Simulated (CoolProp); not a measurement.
Vapour-liquid equilibrium of diethyl ether (1) + n-hexane (2) at 434.8 K; x and y are mole fractions of (1).

Model: multi-fluid Helmholtz-energy mixture model, Thol 2014 and Thol 2019; pair parameters Bell 2016, in CoolProp.

**Question.** Give the bubble pressure and the first vapour's composition at x = 0.35, 0.55, 0.65. Is there an azeotrope?

**Answer.** x = 0.35: 1381 kPa, y = 0.489; x = 0.55: 1618 kPa, y = 0.670; x = 0.65: 1737 kPa, y = 0.750. No azeotrope shows between x = 0.05 and 0.95.

Pair parameters are fitted to limited data, so mixtures are less certain than the pure fluids. The gap from Raoult's law changes sign with composition, which may be real or a fault of the pair parameters; it wasn't checked against measurements.
